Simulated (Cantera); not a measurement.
**Equilibrium for boron, boron nitride and boron oxide: B₂H₆ + H₂O + HCl**

Charge: 1 mol B₂H₆, 14 mol H₂O, 0.031 mol HCl, equilibrated at 0.100 bar.

These are equilibrium values from Cantera (NASA tables, ideal gas, pure condensed phases), not measurements of a reactor. Candidate condensed phases: B, B₂O₃, B₃O₃H₃, H₂O; 33 gas species. The feed counts by its element totals alone. Gases not in the tables: H₃BO₃. The numbers say what is thermodynamically allowed, not how fast it happens.

From 500 °C to 1250 °C the condensed part is B₂O₃(l). From 1400 °C to 2150 °C nothing is condensed.

| T (°C) | x H₂O | x H₂ | x HBO₂ | x H | x (HBO₂)₃ | x OH | n B₂O₃(l) |
|---|---|---|---|---|---|---|---|
| 500 | 0.625 | 0.355 | 1.28e-7 | 1.71e-12 | 0.0177 | <1e-12 | 0.552 |
| 650 | 0.638 | 0.353 | 1.14e-5 | 4.60e-10 | 0.00680 | <1e-12 | 0.827 |
| 800 | 0.642 | 0.353 | 0.000275 | 2.63e-8 | 0.00320 | 1.79e-10 | 0.916 |
| 950 | 0.641 | 0.352 | 0.00290 | 5.64e-7 | 0.00174 | 9.26e-9 | 0.931 |
| 1100 | 0.630 | 0.349 | 0.0177 | 6.22e-6 | 0.00104 | 2.00e-7 | 0.821 |
| 1250 | 0.586 | 0.340 | 0.0717 | 4.26e-5 | 0.000620 | 2.26e-6 | 0.344 |
| 1400 | 0.556 | 0.333 | 0.108 | 0.000208 | 4.63e-5 | 1.67e-5 | 0 |
| 1550 | 0.556 | 0.332 | 0.107 | 0.000790 | 1.91e-6 | 9.20e-5 | 0 |
| 1700 | 0.556 | 0.331 | 0.106 | 0.00245 | 1.29e-7 | 0.000391 | 0 |
| 1850 | 0.554 | 0.328 | 0.105 | 0.00650 | 1.29e-8 | 0.00136 | 0 |
| 2000 | 0.549 | 0.324 | 0.102 | 0.0151 | 1.72e-9 | 0.00398 | 0 |
| 2150 | 0.535 | 0.315 | 0.0974 | 0.0315 | 2.80e-10 | 0.0101 | 0 |
x: gas mole fraction; n: condensed amount in mol.
